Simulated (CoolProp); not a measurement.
1,2-dichloroethane along the isotherm 500 K: fugacity coefficient from the reference equation and from simpler models built on Tc = 561.6 K, pc = 5.226 MPa, ω = 0.269; each cubic takes its own stable root.

Values from CoolProp's reference Helmholtz-energy equation of state, Thol 2015.

```tsv
p (MPa)	phase	reference
0.98	gas	0.9057
1.96	gas	0.8116
2.94	liquid	0.6046
3.92	liquid	0.4657
4.9	liquid	0.3825
5.88	liquid	0.3272
6.86	liquid	0.2878
7.84	liquid	0.2584
```

How far does each simpler model (van der Waals, Redlich-Kwong) lie from the reference over these 8 states: mean and median of the absolute difference, and the worst?


- van der Waals: mean 31.3 %, median 39.1 %, worst +47.6 % at 500 K and 7.84 MPa
- Redlich-Kwong: mean 12.5 %, median 15.5 %, worst +18.0 % at 500 K and 7.84 MPa

At some of these states van der Waals gives the other phase, because its saturation line lies elsewhere.
